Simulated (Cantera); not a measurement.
Charge: 1 mol HgO, 2.2 mol H₂, at 1400 °C and 0.338 Torr.

Cantera equilibrium calculation (NASA polynomials, part measured and part estimated; ideal gas, pure solids and liquids). Candidate condensed phases: H₂O, Hg, HgO; 10 gas species. Equilibrium is a limit: real reactors are often held back by kinetics, nucleation or transport.

Base state: H₂ 0.373, Hg 0.312, H₂O 0.312, H 0.00328, OH 0.000132 (mole fractions); condensed: gas only.

Q: What changes in the equilibrium state with this change: temperature from 1400 °C to 802 °C?

A: 
```
species    before    after
-------  --------  -------
H₂          0.373    0.375
H₂O         0.312    0.312
Hg          0.312    0.312
H         0.00328  4.24e-7
OH       0.000132  1.34e-9
```

Q: What changes in the equilibrium state with this change: temperature from 1400 °C to 777 °C?

A: 
```tsv
species	before	after
H₂	0.373	0.375
H₂O	0.312	0.312
Hg	0.312	0.312
H	0.00328	2.34e-7
OH	0.000132	<1e-9
```

Q: What changes in the equilibrium state with this change: H₂ from 2.2 to 0.44 mol?

A: 
```json
[
 {"species": "Hg", "before": "0.312", "after": "0.581"},
 {"species": "H₂O", "before": "0.312", "after": "0.253"},
 {"species": "O₂", "before": "3.54e-7", "after": "0.162"},
 {"species": "H₂", "before": "0.373", "after": "0.000448"},
 {"species": "O", "before": "9.38e-7", "after": "0.000634"},
 {"species": "H", "before": "0.00328", "after": "0.000114"},
 {"species": "OH", "before": "0.000132", "after": "0.00309"}
]
```
